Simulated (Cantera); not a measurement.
An isothermal, constant-pressure homogeneous reactor starts with C2H6 : N2 = 1 : 24 (molar parts), at 1150 K and 1.70 bar. Integrator tolerance rtol = 1e-08.

Detailed kinetics in Cantera: GRI-Mech 3.0 (53 species, 325 reactions). GRI-Mech 3.0 stops at C3 and has no aromatics, soot or wall deposition, so with more carbon than oxygen in the feed, carbon stays in small species such as C2H2 where larger ones or solid carbon would form.

Question: What does this change do: C2H6 1 to 0.11 parts?

Answer: 
| quantity | before | after |
|---|---|---|
| x(C2H6) at 10.0 s | 0.000378 (gas-phase equilibrium 3.88e-5) | 3.90e-6 (gas-phase equilibrium 3.10e-7) |
| x(CH3) at 10.0 s | 5.29e-7 (gas-phase equilibrium 2.84e-7) | 3.55e-8 (gas-phase equilibrium 2.54e-8) |
| x(HCN) at 10.0 s | 5.55e-12 (gas-phase equilibrium 0.0224) | 9.39e-11 (gas-phase equilibrium 0.00627) |
| x(CH4) at 10.0 s | 0.0107 (gas-phase equilibrium 0.0360) | 0.000411 (gas-phase equilibrium 0.00185) |
| x(C2H2) at 10.0 s | 0.0116 (gas-phase equilibrium 0.00500) | 0.00307 (gas-phase equilibrium 0.000364) |
| x(H2) at 10.0 s | 0.0388 (gas-phase equilibrium 0.0187) | 0.00719 (gas-phase equilibrium 0.00618) |
| x(CH2) at 10.0 s | <1e-12 (gas-phase equilibrium <1e-12) | <1e-12 (gas-phase equilibrium <1e-12) |

Question: What does this change do: pressure from 1.70 bar to 1.00 bar?

Answer: 
```json
[
 {"quantity": "x(C2H6) at 10.0 s", "before": "0.000378 (gas-phase equilibrium 3.88e-5)", "after": "0.000230 (gas-phase equilibrium 2.56e-5)"},
 {"quantity": "x(CH3) at 10.0 s", "before": "5.29e-7 (gas-phase equilibrium 2.84e-7)", "after": "5.10e-7 (gas-phase equilibrium 3.01e-7)"},
 {"quantity": "x(HCN) at 10.0 s", "before": "5.55e-12 (gas-phase equilibrium 0.0224)", "after": "9.73e-12 (gas-phase equilibrium 0.0243)"},
 {"quantity": "x(CH4) at 10.0 s", "before": "0.0107 (gas-phase equilibrium 0.0360)", "after": "0.00792 (gas-phase equilibrium 0.0329)"},
 {"quantity": "x(C2H2) at 10.0 s", "before": "0.0116 (gas-phase equilibrium 0.00500)", "after": "0.0152 (gas-phase equilibrium 0.00595)"},
 {"quantity": "x(H2) at 10.0 s", "before": "0.0388 (gas-phase equilibrium 0.0187)", "after": "0.0451 (gas-phase equilibrium 0.0236)"},
 {"quantity": "x(CH2) at 10.0 s", "before": "<1e-12 (gas-phase equilibrium <1e-12)", "after": "<1e-12 (gas-phase equilibrium <1e-12)"}
]
```
